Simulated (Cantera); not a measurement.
What does this Cantera script print?

```python
import numpy as np
import cantera as ct

gas = ct.Solution("gri30.yaml")
gas.TPX = 1723, 100000, {'CH4': 1, 'H2': 4.5}
reactor = ct.IdealGasConstPressureReactor(gas, energy="off", clone=False)
net = ct.ReactorNet([reactor])
net.rtol, net.atol = 1e-08, 1e-18
show = ['CH4', 'H2', 'CH2', 'C2H6', 'H']
times = np.geomspace(0.0006, 100, 12)

steps = ct.SolutionArray(gas, extra=["t"])
rows = []
print(f"{'t/s':>10s}{'T/K':>9s}{'P/Pa':>11s}" + "".join(f"{s:>11s}" for s in show))
for t in times:
    while net.time < t:
        t_next = net.step()
        steps.append(gas.state, t=t_next)
    rows.append([np.interp(t, steps.t, y) for y in (steps.T, steps.P, *steps(*show).X.T)])
    print(f"{t:10.3e}{rows[-1][0]:9.1f}{rows[-1][1]:11.4g}" + "".join(f"{x:11.3e}" for x in rows[-1][2:]))
rate = np.gradient(steps.T, steps.t)
print("integrator steps:", len(steps.t))
if steps.T.max() > steps.T[0] + 200:
    print(f"time of steepest temperature rise: {steps.t[rate.argmax()]:.4e} s")
gas.TPX = 1723, 100000, {'CH4': 1, 'H2': 4.5}
gas.equilibrate("TP")
print(f"equilibrium (TP): T = {gas.T:.1f} K  " + "  ".join(f"{s} {gas[s].X[0]:.3e}" for s in show))
```

Result:

```
       t/s      T/K       P/Pa        CH4         H2        CH2       C2H6          H
 6.000e-04   1723.0      1e+05  1.778e-01  8.200e-01  9.653e-08  1.206e-04  1.384e-04
 1.790e-03   1723.0      1e+05  1.704e-01  8.242e-01  9.341e-08  1.116e-04  1.396e-04
 5.340e-03   1723.0      1e+05  1.514e-01  8.352e-01  8.527e-08  8.951e-05  1.428e-04
 1.593e-02   1723.0      1e+05  1.135e-01  8.571e-01  6.810e-08  5.240e-05  1.500e-04
 4.753e-02   1723.0      1e+05  6.517e-02  8.850e-01  4.364e-08  1.925e-05  1.611e-04
 1.418e-01   1723.0      1e+05  3.235e-02  9.040e-01  2.434e-08  6.382e-06  1.712e-04
 4.231e-01   1723.0      1e+05  2.345e-02  9.091e-01  1.852e-08  4.344e-06  1.750e-04
 1.262e+00   1723.0      1e+05  2.317e-02  9.093e-01  1.834e-08  4.292e-06  1.751e-04
 3.766e+00   1723.0      1e+05  2.317e-02  9.093e-01  1.834e-08  4.292e-06  1.751e-04
 1.123e+01   1723.0      1e+05  2.317e-02  9.093e-01  1.834e-08  4.292e-06  1.751e-04
 3.352e+01   1723.0      1e+05  2.317e-02  9.093e-01  1.834e-08  4.292e-06  1.751e-04
 1.000e+02   1723.0      1e+05  2.317e-02  9.093e-01  1.834e-08  4.292e-06  1.751e-04
integrator steps: 883
equilibrium (TP): T = 1723.0 K  CH4 2.317e-02  H2 9.093e-01  CH2 1.834e-08  C2H6 4.292e-06  H 1.751e-04
```

Cantera simulation using GRI-Mech 3.0 (53 species, 325 reactions); the numbers are that mechanism's predictions, not measurements. GRI-Mech 3.0 stops at C3 and has no aromatics, soot or wall deposition, so with more carbon than oxygen in the feed, carbon stays in small species such as C2H2 where larger ones or solid carbon would form.
